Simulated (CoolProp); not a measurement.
Properties of dry air along the isobar 8.93 bar.

Values from CoolProp's reference Helmholtz-energy equation of state, Lemmon 2000. It is a pseudo-pure fit of the blend.

```tsv
T (K)	phase	cp (kJ/(kg K))	speed of sound (m/s)	Joule-Thomson coefficient (K/MPa)	conductivity (mW/(m K))	Prandtl number
71.8	liquid	1.906	934.8	-0.3801	153	2.76
80.4	liquid	1.932	857.8	-0.3427	138	2.24
88.9	liquid	1.983	775.8	-0.2828	124	1.95
97.5	liquid	2.080	685.0	-0.1820	109	1.80
114.7	gas	1.301	198.7	13.68	12.0	0.902
123.3	gas	1.213	210.1	11.76	12.6	0.853
131.9	gas	1.161	220.3	10.28	13.3	0.822
140.5	gas	1.127	229.7	9.107	14.0	0.802
149	gas	1.104	238.3	8.155	14.7	0.787
157.6	gas	1.086	246.5	7.351	15.4	0.775
166.2	gas	1.073	254.2	6.670	16.2	0.766
174.8	gas	1.063	261.7	6.085	16.9	0.759
183.4	gas	1.055	268.8	5.579	17.6	0.753
192	gas	1.048	275.7	5.135	18.3	0.747
200.5	gas	1.043	282.3	4.747	19.0	0.743
```

Viscosity comes from a separate model (Lemmon 2004). Thermal conductivity comes from a separate model (Lemmon 2004).
